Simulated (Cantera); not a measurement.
**Roasting and sulfation: FeS + SO3 + O2**

Input: 1 mol FeS, 1 mol SO3, 7.2 mol O2, held at 1825 K.

Equilibrium computed with Cantera from the NASA thermochemical tables; the gas is ideal and each condensed phase is pure. Candidate condensed phases: Fe, FeO, FeS, FeSO4, FeS2, Fe2O3, Fe2(SO4)3, Fe3O4, S; 12 gas species. Rates play no part.

```
P (Pa)    x O2  x SO2     x SO3       x O     x SO    x FeO      x Fe  n Fe3O4(s)  n Fe2O3(s)
-------  -----  -----  --------  --------  -------  -------  --------  ----------  ----------
1000     0.750  0.249  0.000208   0.00133  7.49e-5  1.16e-5   7.20e-7       0.333           0
3000     0.750  0.249  0.000360  0.000768  4.32e-5  3.21e-6   1.15e-7       0.333           0
8800     0.751  0.248  0.000616  0.000449  2.52e-5  9.14e-7   1.92e-8       0.333           0
26000    0.751  0.248   0.00106  0.000261  1.47e-5  2.58e-7   3.15e-9       0.333           0
77000    0.751  0.247   0.00181  0.000152  8.49e-6  7.28e-8  5.16e-10       0.333           0
230000   0.751  0.246   0.00312   8.78e-5  4.89e-6  2.03e-8  8.33e-11       0.333           0
680000   0.748  0.247   0.00537   5.10e-5  2.86e-6  5.62e-9  1.34e-11           0       0.500
2000000  0.747  0.244   0.00908   2.97e-5  1.65e-6  1.46e-9  2.04e-12           0       0.500
```
x: gas mole fraction; n: condensed amount in mol.

From 0.0100 bar to 2.30 bar the condensed part is Fe3O4(s). From 6.80 bar to 20.0 bar the condensed part is Fe2O3(s).
